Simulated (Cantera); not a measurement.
An isothermal, constant-pressure homogeneous reactor starts with 0.964 % CO, 2.41 % O2, 0.183 % H2O, 96.4 % N2, at 948 K and 8.90 bar.

Model: GRI-Mech 3.0 (53 species, 325 reactions), integrated in Cantera.

Q: Predict: x(CO) at 4.00 s; x(O2) at 4.00 s; x(H2O) at 4.00 s; x(H2) at 4.00 s.

A: 
```
Property                                           Result
----------------  ---------------------------------------
x(CO) at 4.00 s    0.00837 (gas-phase equilibrium <1e-12)
x(O2) at 4.00 s     0.0235 (gas-phase equilibrium 0.0194)
x(H2O) at 4.00 s  0.00183 (gas-phase equilibrium 0.00184)
x(H2) at 4.00 s    3.60e-7 (gas-phase equilibrium <1e-12)
```
